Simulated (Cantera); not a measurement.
Thermodynamics of nitride etching, feed AlN + H2O + H2

Input: 1 mol AlN, 0.52 mol H2O, 24 mol H2, at 1400 K and 7.50 Torr.

Equilibrium computed with Cantera from the NASA thermochemical tables; the gas is ideal and each condensed phase is pure. Candidate condensed phases: Al, AlN, Al2O3, H2O; 35 gas species. Mutual solubility and eutectic melting of coexisting phases are not modelled. Equilibrium is a limit: real reactors are often held back by kinetics, nucleation or transport.

The x(H2) is 0.993 and the x(N2) is 0.00702. The x(H) is 4.85e-5. The n(AlN(s)) is 0.653 mol and the n(Al2O3(s)) is 0.173 mol. The gas amount comes out as 24.69 mol and the log10 activity of Al(l) (absent) is -4.07.
